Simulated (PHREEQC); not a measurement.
## Copper plating or etch bath: speciation

Dissolve 0.0086 mol/kgw Cu(BF4)2 and 0.08 mol/kgw H3BO3 at 25 °C. Closed to the air; pH follows from the charge balance.

Equilibrium calculation in PHREEQC: ion-association model, phreeqc.dat.

No solid was allowed to form.

### Question
Predict the pH, ionic strength.

### Answer
pH 2.73; ionic strength 0.0278 mol/kgw.

### Question
In which forms is B present?

### Answer
H3BO3 81 %, BF4- 14 %, BF3OH- 3.0 %, BF2(OH)2- 2.6 % of the B.

Species that the database lacks are ignored. Real BF4- forms and hydrolyses slowly; the run takes it at equilibrium.
